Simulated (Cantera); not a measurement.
A closed system holds: 1 mol Fe3O4, 8 mol H2, equilibrated at 1330 Pa.

These are equilibrium values from Cantera (NASA tables, ideal gas, pure condensed phases), not measurements of a reactor. Candidate condensed phases: Fe, FeO, Fe(OH)2, Fe(OH)3, Fe2O3, Fe3O4, H2O; 12 gas species. Each liquid is taken as pure. Mutual solubility and eutectic melting of coexisting phases are not modelled. The tables' stoichiometric FeO is somewhat more stable than real wüstite, so its field is too wide. FeO: taken at fixed stoichiometry. Kinetics and transport are ignored.

Q: Which condensed phases are stable at each of these points (T (K)): 1523, 1573, 1623, 1673, 1723, 1773, 1823?

A: 
| T (K) | condensed phases | Fe condensed (%) |
|---|---|---|
| 1523 | Fe(γ) + FeO(s) | 100.0 |
| 1573 | Fe(γ) + FeO(s) | 100.0 |
| 1623 | Fe(γ) + FeO(s) | 100.0 |
| 1673 | Fe(δ) + FeO(l) | 99.9 |
| 1723 | Fe(δ) + FeO(l) | 99.8 |
| 1773 | Fe(δ) + FeO(l) | 99.6 |
| 1823 | Fe(l) + FeO(l) | 99.2 |

From 1523 K to 1623 K the condensed part is Fe(γ) + FeO(s). From 1673 K to 1773 K the condensed part is Fe(δ) + FeO(l). At 1823 K the condensed part is Fe(l) + FeO(l).
